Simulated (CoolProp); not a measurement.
Properties of chloromethane (R40) along the isotherm 500 K.

Computed with CoolProp (reference Helmholtz-energy equation of state, Thol 2014).

| p (MPa) | phase | Joule-Thomson coefficient (K/MPa) | isothermal compressibility (1/MPa) | expansivity (1/kK) |
|---|---|---|---|---|
| 0.866 | gas | 7.664 | 1.185 | 2.186 |
| 1.73 | gas | 7.672 | (withheld) | 2.393 |
| 2.6 | gas | 7.674 | 0.4179 | 2.628 |
| 3.46 | gas | 7.667 | 0.3239 | 2.891 |
| 4.33 | gas | 7.649 | 0.2676 | (withheld) |
| 5.2 | gas | 7.616 | (withheld) | 3.535 |
| 6.06 | gas | 7.565 | (withheld) | 3.923 |
| 6.93 | supercritical | (withheld) | 0.1869 | 4.373 |
| 7.8 | supercritical | 7.381 | 0.1729 | 4.888 |
| 8.66 | supercritical | 7.234 | 0.1620 | 5.465 |
| 9.53 | supercritical | 7.037 | 0.1530 | 6.118 |
| 10.4 | supercritical | 6.780 | 0.1450 | 6.827 |

Question: Fill in the missing entries.

Answer: 
- 1.73, isothermal compressibility (1/MPa): 0.6098
- 4.33, expansivity (1/kK): 3.192
- 5.2, isothermal compressibility (1/MPa): 0.2309
- 6.06, isothermal compressibility (1/MPa): 0.2056
- 6.93, Joule-Thomson coefficient (K/MPa): 7.489
